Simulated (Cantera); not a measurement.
## Reactions in the system C-F-H

Standard-state values (1 bar) from the NASA 1993 polynomials, evaluated with Cantera. Values are per mole of reaction as written; species without (g) are pure solids or liquids, kept so even where they would boil at 1 bar.

HF(g) + CH2F2(g) + 2 CH3(g) = 3 CH3F(g)

```json
[
 {"T (K)": "2475", "ΔH° (kJ)": "-281.3", "ΔS° (J/K)": "-157.8", "ΔG° (kJ)": "109.4", "log10 K": "-2.31"},
 {"T (K)": "2575", "ΔH° (kJ)": "-280.1", "ΔS° (J/K)": "-157.4", "ΔG° (kJ)": "125.1", "log10 K": "-2.54"},
 {"T (K)": "2675", "ΔH° (kJ)": "-279.0", "ΔS° (J/K)": "-156.9", "ΔG° (kJ)": "140.8", "log10 K": "-2.75"},
 {"T (K)": "2775", "ΔH° (kJ)": "-277.8", "ΔS° (J/K)": "-156.5", "ΔG° (kJ)": "156.5", "log10 K": "-2.95"},
 {"T (K)": "2875", "ΔH° (kJ)": "-276.6", "ΔS° (J/K)": "-156.1", "ΔG° (kJ)": "172.1", "log10 K": "-3.13"}
]
```
